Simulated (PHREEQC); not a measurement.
Make-up at 20 °C: 0.0013 mol HCl and 0.035 mol MnSO4 per kg of water. Closed to the air; pH follows from the charge balance.

Equilibrium calculation in PHREEQC: ion-association model, phreeqc.dat.

Each row changes one thing in this solution. Precipitation was switched off in this run.

```
case                                          pH  ionic strength (mol/kgw)
------------------------------------------  ----  ------------------------
as made                                     3.22                    0.0900
MnSO4 left out                              2.90                   0.00130
0.067 mol/kgw MgSO4 added                   3.37                     0.213
MnSO4 from 0.035 to 0.175 mol/kgw           3.47                     0.372
diluted 5-fold with water                   3.74                       [?]
temperature from 20 to 85 °C                3.56                    0.0657
temperature from 20 to 40 °C                3.29                    0.0809
HCl left out                                6.51                    0.0891
HCl replaced by FeCl3 at the same molality  3.55                       [?]
```

Task: Complete the blanks.

Result: 
- diluted 5-fold with water, ionic strength (mol/kgw): 0.0219
- HCl replaced by FeCl3 at the same molality, ionic strength (mol/kgw): 0.0920

Species that the database lacks are ignored. Some of these states are supersaturated (in Fe(OH)3(a), Hematite (slow to form), for instance). Constants without temperature data keep their 25 °C values here.
